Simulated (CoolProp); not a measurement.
The fluoroketone C6F12O (FK-5-1-12) at several states: density (kg/m³) from the reference equation and from simpler models built on Tc = 441.8 K, pc = 1.869 MPa, ω = 0.471; each cubic takes its own stable root.

Values from CoolProp's reference Helmholtz-energy equation of state, McLinden 2015.

```csv
T (K),p (MPa),phase,reference
190.6,5.92,liquid,1910
182.7,0.262,liquid,1922
210.1,1.68,liquid,1851
382.2,2.78,liquid,1337
389.8,0.0367,gas,3.618
323.7,0.0714,gas,8.768
```

Problem. How far does each simpler model (van der Waals, Redlich-Kwong, Soave-Redlich-Kwong, Peng-Robinson) lie from the reference over these 6 states: mean and median of the absolute difference, and the worst?

Solution. 
- van der Waals: mean 27.5 %, median 39.2 %, worst -42.6 % at 182.7 K and 0.262 MPa
- Redlich-Kwong: mean 9.7 %, median 13.7 %, worst -15.2 % at 382.2 K and 2.78 MPa
- Soave-Redlich-Kwong: mean 7.3 %, median 10.1 %, worst -11.8 % at 182.7 K and 0.262 MPa
- Peng-Robinson: mean 0.8 %, median 0.6 %, worst +2.0 % at 382.2 K and 2.78 MPa
